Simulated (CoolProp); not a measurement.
Vapour-liquid equilibrium of toluene (1) + n-dodecane (2) at 350.9 K; x and y are mole fractions of (1).

Computed with CoolProp (multi-fluid Helmholtz-energy mixture model, Lemmon 2006 and Lemmon 2004; pair parameters Bell 2016).

```json
[
 {"x": "0.05", "bubble pressure, mixture model (bar)": "0.02106", "bubble pressure, Raoult's law (bar)": "0.02413", "y, mixture model": "0.707", "y, Raoult's law": "0.745"},
 {"x": "0.15", "bubble pressure, mixture model (bar)": "0.05469", "bubble pressure, Raoult's law (bar)": "0.05942", "y, mixture model": "0.900", "y, Raoult's law": "0.907"},
 {"x": "0.25", "bubble pressure, mixture model (bar)": "0.09185", "bubble pressure, Raoult's law (bar)": "0.09472", "y, mixture model": "0.948", "y, Raoult's law": "0.949"},
 {"x": "0.35", "bubble pressure, mixture model (bar)": "0.1300", "bubble pressure, Raoult's law (bar)": "0.1300", "y, mixture model": "0.968", "y, Raoult's law": "0.968"},
 {"x": "0.45", "bubble pressure, mixture model (bar)": "0.1676", "bubble pressure, Raoult's law (bar)": "0.1653", "y, mixture model": "0.979", "y, Raoult's law": "0.978"},
 {"x": "0.55", "bubble pressure, mixture model (bar)": "0.2038", "bubble pressure, Raoult's law (bar)": "0.2006", "y, mixture model": "0.986", "y, Raoult's law": "0.985"},
 {"x": "0.65", "bubble pressure, mixture model (bar)": "0.2386", "bubble pressure, Raoult's law (bar)": "0.2359", "y, mixture model": "0.990", "y, Raoult's law": "0.990"},
 {"x": "0.75", "bubble pressure, mixture model (bar)": "0.2727", "bubble pressure, Raoult's law (bar)": "0.2712", "y, mixture model": "0.994", "y, Raoult's law": "0.994"},
 {"x": "0.85", "bubble pressure, mixture model (bar)": "0.3068", "bubble pressure, Raoult's law (bar)": "0.3065", "y, mixture model": "0.997", "y, Raoult's law": "0.997"},
 {"x": "0.95", "bubble pressure, mixture model (bar)": "0.3416", "bubble pressure, Raoult's law (bar)": "0.3418", "y, mixture model": "0.999", "y, Raoult's law": "0.999"}
]
```

The largest gap from Raoult's law is -12.7 % in bubble pressure, at x = 0.05. No azeotrope shows between x = 0.05 and 0.95.

The pair parameters rest on a limited set of measurements; away from them the model extrapolates. The gap from Raoult's law changes sign with composition, which may be real or a fault of the pair parameters; it wasn't checked against measurements.
